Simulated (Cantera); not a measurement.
A perfectly stirred reactor is fed with N2O : H2O = 1 : 0.033 (molar parts), at 0.310 bar; it is held at 1500 K, and followed from long to short residence time.

Model: GRI-Mech 3.0 (53 species, 325 reactions), integrated in Cantera. GRI-Mech 3.0 was tuned for natural gas; its chemistry of N2O as a main component is partial and can be far from experiment. The temperature is held fixed by assumption; the heat of reaction is taken as removed at once.

x: mole fraction; the columns are a selection and need not sum to one.

| τ (s) | x N2O | x H2O | x HO2 | x N2 | x NO2 |
|---|---|---|---|---|---|
| 2.3 | 0.0197 | 0.0217 | 1.94e-7 | 0.599 | 0.000205 |
| 1.2 | ? | 0.0218 | ? | 0.584 | ? |
| 0.63 | ? | 0.0221 | ? | 0.563 | ? |
| 0.33 | 0.103 | 0.0225 | 4.08e-7 | 0.532 | 0.000329 |
| 0.17 | 0.175 | 0.0233 | 6.06e-7 | 0.485 | 0.000400 |
| 0.091 | 0.275 | 0.0244 | 9.45e-7 | 0.421 | 0.000488 |
| 0.047 | 0.414 | 0.0259 | 1.60e-6 | 0.336 | 0.000596 |
| 0.025 | 0.561 | 0.0275 | 2.69e-6 | 0.246 | 0.000683 |
| 0.013 | 0.700 | 0.0289 | 4.51e-6 | 0.162 | 0.000710 |
| 0.0068 | 0.805 | 0.0301 | 7.14e-6 | 0.0981 | 0.000645 |
| 0.0036 | 0.874 | 0.0308 | 1.04e-5 | 0.0566 | 0.000505 |

**Question.** Some entries are withheld; supply them.

**Answer.** 
- 1.2, x N2O: 0.0346
- 1.2, x HO2: 2.36e-7
- 1.2, x NO2: 0.000239
- 0.63, x N2O: 0.0600
- 0.63, x HO2: 3.00e-7
- 0.63, x NO2: 0.000279
